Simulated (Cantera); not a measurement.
Feed: 1 mol AlN, 1.2 mol I2, 0.042 mol H2, at 873 K and 1 atm.

Equilibrium computed with Cantera from the NASA thermochemical tables; the gas is ideal and each condensed phase is pure. Candidate condensed phases: Al, AlI3, AlN, I2; 19 gas species. Kinetics and transport are ignored.

Base state: AlI3 0.551, N2 0.291, I2 0.0709, HI 0.0653, Al2I6 0.0157, I 0.00383, H2 0.00164 (mole fractions); condensed: AlN(s).

Question: What changes in the equilibrium state with this change: temperature from 873 K to 925 K?

Answer: 
```tsv
species	before	after
AlI3	0.551	0.566
N2	0.291	0.291
HI	0.0653	0.0640
I2	0.0709	0.0619
Al2I6	0.0157	0.00811
I	0.00383	0.00649
H2	0.00164	0.00200
AlN(s), mol	0.286	0.280
```
